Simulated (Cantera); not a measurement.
A perfectly stirred reactor is fed with CO : H2 : CH4 : O2 : N2 = 1 : 0.045 : 0.57 : 3.02 : 11.4 (molar parts), equivalence ratio 0.55, at 500000 Pa; it is adiabatic with a 473 K inlet, and is followed from long to short residence time, starting on the burning branch (τ in s: 0.028, 0.013, 0.0065, 0.0032, 0.0016, 0.00076, 0.00037, 0.00018, 8.8e-05, 4.3e-05, 2.1e-05, 1e-05, 5e-06).

Cantera simulation using GRI-Mech 3.0 (53 species, 325 reactions); the numbers are that mechanism's predictions, not measurements.

Task: What does this change do: pressure from 500000 Pa to 29000 Pa?

Result: 
```json
[
 {"quantity": "blow-out, bracketed by the residence times tried", "before": "burning at 0.180 ms, out at 88.0 µs", "after": "burning at 0.760 ms, out at 0.370 ms"},
 {"quantity": "x(CO) at τ = 28.0 ms", "before": "0.000507", "after": "0.00529"},
 {"quantity": "x(H2) at τ = 28.0 ms", "before": "3.48e-5", "after": "0.000926"},
 {"quantity": "x(CH4) at τ = 28.0 ms", "before": "8.58e-6", "after": "1.64e-5"},
 {"quantity": "x(C2H2) at τ = 28.0 ms", "before": "9.25e-10", "after": "3.32e-11"},
 {"quantity": "x(N2O) at τ = 28.0 ms", "before": "1.12e-6", "after": "1.63e-7"},
 {"quantity": "x(CO) at τ = 0.370 ms", "before": "0.0102", "after": "0.0624"},
 {"quantity": "x(H2) at τ = 0.370 ms", "before": "0.000524", "after": "0.00281"},
 {"quantity": "x(CH4) at τ = 0.370 ms", "before": "0.000173", "after": "0.0355"},
 {"quantity": "x(C2H2) at τ = 0.370 ms", "before": "9.24e-9", "after": "<1e-12"},
 {"quantity": "x(N2O) at τ = 0.370 ms", "before": "2.25e-6", "after": "<1e-12"}
]
```

Task: What does this change do: inlet temperature 473 to 623 K?

Result: 
```
quantity                                                                       before                               after
------------------------------------------------  -----------------------------------  ----------------------------------
blow-out, bracketed by the residence times tried  burning at 0.180 ms, out at 88.0 µs  burning at 88.0 µs, out at 43.0 µs
x(CO) at τ = 28.0 ms                                                         0.000507                            0.000484
x(H2) at τ = 28.0 ms                                                          3.48e-5                             4.48e-5
x(CH4) at τ = 28.0 ms                                                         8.58e-6                             5.45e-6
x(C2H2) at τ = 28.0 ms                                                       9.25e-10                            3.31e-10
x(N2O) at τ = 28.0 ms                                                         1.12e-6                             8.78e-7
x(CO) at τ = 0.370 ms                                                          0.0102                             0.00833
x(H2) at τ = 0.370 ms                                                        0.000524                            0.000562
x(CH4) at τ = 0.370 ms                                                       0.000173                            0.000105
x(C2H2) at τ = 0.370 ms                                                       9.24e-9                             5.29e-9
x(N2O) at τ = 0.370 ms                                                        2.25e-6                             2.30e-6
```

Task: What does this change do: CO 1 to 0.74 parts?

Result: 
```csv
quantity,before,after
"blow-out, bracketed by the residence times tried","burning at 0.180 ms, out at 88.0 µs","burning at 0.370 ms, out at 0.180 ms"
x(CO) at τ = 28.0 ms,0.000507,0.000491
x(H2) at τ = 28.0 ms,3.48e-5,2.62e-5
x(CH4) at τ = 28.0 ms,8.58e-6,1.34e-5
x(C2H2) at τ = 28.0 ms,9.25e-10,2.27e-9
x(N2O) at τ = 28.0 ms,1.12e-6,1.40e-6
x(CO) at τ = 0.370 ms,0.0102,0.0122
x(H2) at τ = 0.370 ms,0.000524,0.000509
x(CH4) at τ = 0.370 ms,0.000173,0.000341
x(C2H2) at τ = 0.370 ms,9.24e-9,2.50e-8
x(N2O) at τ = 0.370 ms,2.25e-6,2.00e-6
```
